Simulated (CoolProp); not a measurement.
CH3F (R41) along the isotherm 212 K: fugacity coefficient from the reference equation and from simpler models built on Tc = 317.3 K, pc = 5.906 MPa, ω = 0.200; each cubic takes its own stable root.

The numbers come from the reference Helmholtz-energy equation of state, Lemmon 2006 in CoolProp. It is a short technical equation, of lower accuracy than the large ones.

| p (MPa) | phase | reference |
|---|---|---|
| 0.633 | liquid | 0.3570 |
| 1.27 | liquid | 0.1806 |
| 1.9 | liquid | 0.1224 |
| 2.53 | liquid | 0.09327 |
| 3.16 | liquid | 0.07576 |
| 3.8 | liquid | 0.06392 |
| 4.43 | liquid | 0.05562 |
| 5.06 | liquid | 0.04940 |
| 5.7 | liquid | 0.04449 |
| 6.33 | liquid | 0.04064 |
| 6.96 | liquid | 0.03749 |
| 7.59 | liquid | 0.03487 |
| 8.23 | liquid | 0.03262 |
| 8.86 | liquid | 0.03074 |

**Question.** How far does each simpler model (van der Waals, Soave-Redlich-Kwong, Peng-Robinson) lie from the reference over these 14 states: mean and median of the absolute difference, and the worst?

**Answer.** 
- van der Waals: mean 281.4 %, median 288.3 %, worst +320.3 % at 212 K and 8.86 MPa
- Soave-Redlich-Kwong: mean 4.0 %, median 3.9 %, worst +6.5 % at 212 K and 8.86 MPa
- Peng-Robinson: mean 2.5 %, median 2.5 %, worst +3.5 % at 212 K and 8.86 MPa

At some of these states van der Waals gives the other phase, because its saturation line lies elsewhere.
